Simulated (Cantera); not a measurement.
**Equilibrium for nitride etching: Si3N4 + HCl**

Feed: 1 mol Si3N4, 1 mol HCl, equilibrated at 1700 K and 670 Pa.

Equilibrium computed with Cantera from the NASA thermochemical tables; the gas is ideal and each condensed phase is pure. Candidate condensed phases: NH4Cl, Si, Si3N4; 28 gas species. Mutual solubility and eutectic melting of coexisting phases are not modelled. The tables' values for SiCl3, SiCl are old estimates; treat these amounts as uncertain. Kinetics and transport are ignored.

* **x(H2)**: 0.305
* **x(SiCl2)**: 0.296
* **x(N2)**: 0.233
* **x(HCl)**: 0.159
* **x(SiCl3)**: 0.00561
* **x(H)**: 0.000994
* **x(Cl)**: 0.000402
* **x(SiCl)**: 0.000386
* **x(SiCl4)**: 0.000209
* **n(Si(l))**: 0.0609 mol
* **n(Si3N4(s))**: 0.849 mol
* **gas amount**: 1.300 mol
